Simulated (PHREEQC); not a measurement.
0.79 g of hydrous ferric oxide (600 m²/g; 0.2 weak and 0.005 strong sites per Fe, Dzombak-Morel constants, diffuse double layer) in 1 kg of water with 0.05 mol/kgw of an inert sodium salt and 5.6e-05 mol NaF and 0.00027 mol Na2SeO4, at 25 °C; the pH is set by adding NaOH or the inert anion's acid. Oxygen alone is held at its pressure in air (log pO2 = -0.68). No CO2 enters from the air. Nothing may precipitate in this run.

Base run: PHREEQC, ion-association model, wateq4f.dat. Each further column changes one thing. The table gives F sorbed (%).

```csv
pH,base,no electrostatic term (-no_edl),background salt from 0.05 to 0.005 mol/kgw,oxide from 0.79 to 4 g/kgw
3,82.2,1.6,96.5,98.0
3.67,87.5,2.8,97.2,98.7
4.33,85.2,3.3,95.2,98.4
5.67,60.1,3.5,71.0,93.8
6.33,42.5,3.7,48.7,84.8
7,25.1,4.1,29.2,64.9
7.67,10.0,4.6,11.9,36.0
8.33,2.9,4.2,3.2,13.3
9.67,0.2,0.9,0.2,1.1
10.33,0.1,0.2,0.1,0.3
11,0.0,0.0,0.0,0.1
```

The oxide is taken as insoluble; below pH 4 it would dissolve.
